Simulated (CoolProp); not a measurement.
A single-stage vapour-compression cycle with the fluid: evaporating at 261.15 K (dew point), condensing at 329.15 K (bubble point), superheat 2 K, subcooling 8 K, compressor efficiency 0.7, no pressure losses. The same conditions are run with several fluids, on thermodynamics alone (safety and materials aside).

Values from CoolProp's reference Helmholtz-energy equation of state of each fluid (R1233zd(E): Akasaka 2022; fluoroethane (R161): Wu 2012; R410A: Lemmon 2003; CH2F2 (R32): Tillner-Roth 1997; R227EA: Lemmon 2016; C3F8 (R218): Lemmon 2006). Blends and air are pseudo-pure fits.

Rank R1233zd(E), fluoroethane (R161), R410A, CH2F2 (R32), R227EA, C3F8 (R218) by cooling COP, highest first.

R1233zd(E) (2.15), fluoroethane (R161) (2.03), CH2F2 (R32) (1.89), R410A (1.79), R227EA (1.68), C3F8 (R218) (1.13)

```tsv
fluid	pressure ratio	discharge temperature (K)	refrigerating effect (kJ/kg)	volumetric capacity (kJ/m³)
R1233zd(E)	12.6	351.4	139	235
fluoroethane (R161)	6.89	379.3	262	1790
R410A	6.59	378.7	139	2810
CH2F2 (R32)	6.63	413.4	223	3260
R227EA	8.76	329.2	61.5	615
C3F8 (R218)	6.75	329.1	28.3	744
```

The compression ends wet for: R227EA; C3F8 (R218).
